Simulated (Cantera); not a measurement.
**Thermodynamics of fluorocarbon and chlorocarbon gases, feed CH3Cl**

Feed: 1 mol CH3Cl, equilibrated at 0.100 bar.

Equilibrium computed with Cantera from the NASA thermochemical tables; the gas is ideal and each condensed phase is pure. Candidate condensed phases: C, C6H6, C7H8, C8H18; 91 gas species. Equilibrium is a limit: real reactors are often held back by kinetics, nucleation or transport.

```tsv
T (°C)	x H2	x HCl	x H	x Cl	x C2H2 (acetylene)	n C(graphite)
2002	0.487	0.479	0.0187	0.0133	0.00186	0.992
2102	0.479	0.465	0.0309	0.0214	0.00298	0.988
2202	0.467	0.447	0.0486	0.0329	0.00454	0.981
2302	0.450	0.421	0.0735	0.0483	0.00662	0.971
2402	0.427	0.389	0.107	0.0676	0.00920	0.957
2502	0.398	0.349	0.149	0.0906	0.0122	0.938
2602	0.361	0.304	0.201	0.116	0.0154	0.910
```
x: gas mole fraction; n: condensed amount in mol.

From 2002 °C to 2602 °C the condensed part is C(graphite). The main C-bearing gas is C2H2 (acetylene) throughout. The share of C in condensed phases is highest at 2002 °C (99.2 %) and lowest at 2602 °C (91.0 %).
